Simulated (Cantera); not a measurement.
Cantera run:

```python
import numpy as np
import cantera as ct

gas_names = """
    C2H4 CH4
""".split()
cond_names = """
    Ta(cr) Ta(L) TaC(s) TaC(L)
""".split()


# ... load() reads the species with a 1 bar reference pressure and builds the phases ...
species = {s.name: s for s in load("nasa_gas.yaml", gas_names) + load("nasa_condensed.yaml", cond_names)}
# Each term lists the table entries of one substance; the one whose range holds T is used.
reactions = {
    'Ta + C2H4(g) = CH4(g) + TaC':
        [(-1, ['Ta(cr)', 'Ta(L)']), (-1, ['C2H4']), (1, ['CH4']), (1, ['TaC(s)', 'TaC(L)'])],
}


def pick(names, T):
    return next(species[n] for n in names if species[n].thermo.min_temp <= T <= species[n].thermo.max_temp)


results = []
for label, terms in reactions.items():
    print(label)
    print("     T/K   dH/kJ  dS/(J/K)   dG/kJ   log10 K")
    for T in [1400, 1450, 1500, 1550, 1600, 1650]:
        used = [(nu, pick(names, T)) for nu, names in terms]
        dH = sum(nu * s.thermo.h(T) for nu, s in used) / 1e6
        dS = sum(nu * s.thermo.s(T) for nu, s in used) / 1e3
        dG = dH - T * dS / 1e3
        logK = -dG * 1e6 / (ct.gas_constant * T * np.log(10))
        results.append((label, T, dH, dS, dG, logK, [s.name for _, s in used]))
        print(f"{T:8g} {dH:8.1f} {dS:8.1f} {dG:8.1f} {logK:8.2f}")
```

Result:

```
Ta + C2H4(g) = CH4(g) + TaC
     T/K   dH/kJ  dS/(J/K)   dG/kJ   log10 K
    1400   -267.9    -27.6   -229.3     8.55
    1450   -267.6    -27.4   -227.9     8.21
    1500   -267.3    -27.2   -226.5     7.89
    1550   -267.0    -27.0   -225.2     7.59
    1600   -266.7    -26.8   -223.9     7.31
    1650   -266.3    -26.5   -222.5     7.04
```

Cantera with NASA thermochemical tables; ideal gases at 1 bar, condensed phases pure. TaC: taken at fixed stoichiometry. Condensed species are held in their standard states even where they would react or evaporate.
